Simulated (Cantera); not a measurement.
A perfectly stirred reactor is fed with N2O : N2 = 1 : 0.15 (molar parts), at 1600 Pa; it is held at 1575 K, and followed from long to short residence time.

Cantera simulation using GRI-Mech 3.0 (53 species, 325 reactions); the numbers are that mechanism's predictions, not measurements. GRI-Mech 3.0 was tuned for natural gas; its chemistry of N2O as a main component is partial and can be far from experiment. Radical loss at walls, strong at low pressure, is not modelled. The temperature is held fixed by assumption; the heat of reaction is taken as removed at once.

Task: Predict: x(N2O) at τ = 7.20 s; x(O) at τ = 7.20 s; x(NO2) at τ = 7.20 s; x(N2) at τ = 7.20 s; x(NO) at τ = 7.20 s; x(N2O) at τ = 60.0 ms; x(O) at τ = 60.0 ms; x(NO2) at τ = 60.0 ms; x(N2) at τ = 60.0 ms; x(NO) at τ = 60.0 ms.

Result: 
* **x(N2O) at τ = 7.20 s**: 0.0383
* **x(O) at τ = 7.20 s**: 0.000135
* **x(NO2) at τ = 7.20 s**: 3.86e-5
* **x(N2) at τ = 7.20 s**: 0.591
* **x(NO) at τ = 7.20 s**: 0.162
* **x(N2O) at τ = 60.0 ms**: 0.734
* **x(O) at τ = 60.0 ms**: 0.000141
* **x(NO2) at τ = 60.0 ms**: 2.53e-6
* **x(N2) at τ = 60.0 ms**: 0.205
* **x(NO) at τ = 60.0 ms**: 0.0270
